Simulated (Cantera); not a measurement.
What does this Cantera script print?

```python
import numpy as np
import cantera as ct

gas_names = [...]  # 136 gases of nasa_gas.yaml made of C, H, N, O
cond_names = """
    C(gr) C6H6(L) C7H8(L) C8H18(L),n-octa H2O(s) H2O(L)
""".split()


# ... load() reads the species with a 1 bar reference pressure and builds the phases ...
atoms = {
    'C2H6': {'C': 2, 'H': 6},
    'H2O': {'H': 2, 'O': 1},
    'N2': {'N': 2},
}
top_T = {'C(gr)': 4500}  # K; cautious upper limits of use, not melting points


# ... equilibrate(T, P, feed) seeds the gas with the atoms and calls Mixture.equilibrate('TP', solver="vcs", rtol=1e-11, max_steps=5000) ...
results = []
feed = {'C2H6': 1, 'H2O': 1.3, 'N2': 2.6}  # mol
P = 5000000  # Pa
for T in [1248, 1273, 1298, 1323, 1348, 1373, 1398, 1423, 1448, 1473, 1498, 1523]:
    mix = equilibrate(T, P, feed)
    results.append((T, P, feed, dict(zip(mix.species_names, mix.species_moles))))
    x = sorted(zip(gas.X, gas.species_names), reverse=True)
    print(f"T = {T:g} K  P = {P:g} Pa  gas = {mix.phase_moles(0):.4g} mol")
    print("   x: " + "  ".join(f"{s} {v:.3e}" for v, s in x if v > 1e-05))
    print("   condensed (mol): " + ("  ".join(f"{mix.phase(i).name} {mix.phase_moles(i):.4g}"
          for i in range(1, mix.n_phases) if mix.phase_moles(i) > 1e-12) or "none"))
```

It prints:

```
T = 1248 K  P = 5e+06 Pa  gas = 7.258 mol
   x: H2 3.866e-01  N2 3.576e-01  CO 1.260e-01  CH4 8.331e-02  H2O 3.745e-02  CO2 7.838e-03  NH3 1.107e-03  HCN 4.620e-05  C2H6 1.840e-05  C2H4 1.076e-05
   condensed (mol): C(gr) 0.4232
T = 1273 K  P = 5e+06 Pa  gas = 7.359 mol
   x: H2 4.004e-01  N2 3.528e-01  CO 1.325e-01  CH4 7.532e-02  H2O 3.156e-02  CO2 6.307e-03  NH3 1.042e-03  HCN 6.000e-05  C2H6 1.670e-05  C2H4 1.237e-05
   condensed (mol): C(gr) 0.4234
T = 1298 K  P = 5e+06 Pa  gas = 7.451 mol
   x: H2 4.131e-01  N2 3.484e-01  CO 1.379e-01  CH4 6.797e-02  H2O 2.648e-02  CO2 5.038e-03  NH3 9.798e-04  HCN 7.707e-05  C2H6 1.509e-05  C2H4 1.405e-05
   condensed (mol): C(gr) 0.4273
T = 1323 K  P = 5e+06 Pa  gas = 7.534 mol
   x: H2 4.246e-01  N2 3.446e-01  CO 1.424e-01  CH4 6.126e-02  H2O 2.216e-02  CO2 4.005e-03  NH3 9.201e-04  HCN 9.798e-05  C2H4 1.581e-05  C2H6 1.358e-05
   condensed (mol): C(gr) 0.4343
T = 1348 K  P = 5e+06 Pa  gas = 7.608 mol
   x: H2 4.349e-01  N2 3.412e-01  CO 1.460e-01  CH4 5.517e-02  H2O 1.852e-02  CO2 3.177e-03  NH3 8.634e-04  HCN 1.233e-04  C2H4 1.763e-05  C2H6 1.218e-05
   condensed (mol): C(gr) 0.4438
T = 1373 K  P = 5e+06 Pa  gas = 7.674 mol
   x: H2 4.441e-01  N2 3.383e-01  CO 1.489e-01  CH4 4.966e-02  H2O 1.548e-02  CO2 2.519e-03  NH3 8.097e-04  HCN 1.539e-04  C2H4 1.948e-05  C2H6 1.090e-05
   condensed (mol): C(gr) 0.4553
T = 1398 K  P = 5e+06 Pa  gas = 7.732 mol
   x: H2 4.524e-01  N2 3.358e-01  CO 1.512e-01  CH4 4.470e-02  H2O 1.295e-02  CO2 2.001e-03  NH3 7.593e-04  HCN 1.903e-04  C2H4 2.138e-05
   condensed (mol): C(gr) 0.4679
T = 1423 K  P = 5e+06 Pa  gas = 7.784 mol
   x: H2 4.598e-01  N2 3.335e-01  CO 1.530e-01  CH4 4.026e-02  H2O 1.085e-02  CO2 1.594e-03  NH3 7.120e-04  HCN 2.335e-04  C2H4 2.330e-05
   condensed (mol): C(gr) 0.4811
T = 1448 K  P = 5e+06 Pa  gas = 7.829 mol
   x: H2 4.663e-01  N2 3.316e-01  CO 1.544e-01  CH4 3.628e-02  H2O 9.121e-03  CO2 1.274e-03  NH3 6.679e-04  HCN 2.843e-04  C2H4 2.524e-05
   condensed (mol): C(gr) 0.4944
T = 1473 K  P = 5e+06 Pa  gas = 7.869 mol
   x: H2 4.721e-01  N2 3.299e-01  CO 1.555e-01  CH4 3.272e-02  H2O 7.687e-03  CO2 1.023e-03  NH3 6.269e-04  HCN 3.437e-04  C2H4 2.720e-05
   condensed (mol): C(gr) 0.5076
T = 1498 K  P = 5e+06 Pa  gas = 7.903 mol
   x: H2 4.773e-01  N2 3.285e-01  CO 1.563e-01  CH4 2.955e-02  H2O 6.500e-03  CO2 8.255e-04  NH3 5.887e-04  HCN 4.127e-04  C2H4 2.916e-05
   condensed (mol): C(gr) 0.5202
T = 1523 K  P = 5e+06 Pa  gas = 7.934 mol
   x: H2 4.818e-01  N2 3.272e-01  CO 1.570e-01  CH4 2.673e-02  H2O 5.516e-03  CO2 6.697e-04  NH3 5.533e-04  HCN 4.924e-04  C2H4 3.114e-05
   condensed (mol): C(gr) 0.5322
```

Equilibrium computed with Cantera from the NASA thermochemical tables; the gas is ideal and each condensed phase is pure. The ideal-gas law is rough above about 30 bar.
